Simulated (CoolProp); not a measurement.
Model: reference Helmholtz-energy equation of state, Gao 2020, in CoolProp.

For ammonia, give the phase and the density (kg/m³), isothermal compressibility (1/MPa), fugacity coefficient at 409.4 K and 26.5 MPa; 409.4 K and 30.3 MPa.


- 409.4 K and 26.5 MPa: supercritical; density 440, isothermal compressibility 0.00817, fugacity coefficient 0.346
- 409.4 K and 30.3 MPa: supercritical; density 452, isothermal compressibility 0.00659, fugacity coefficient 0.316
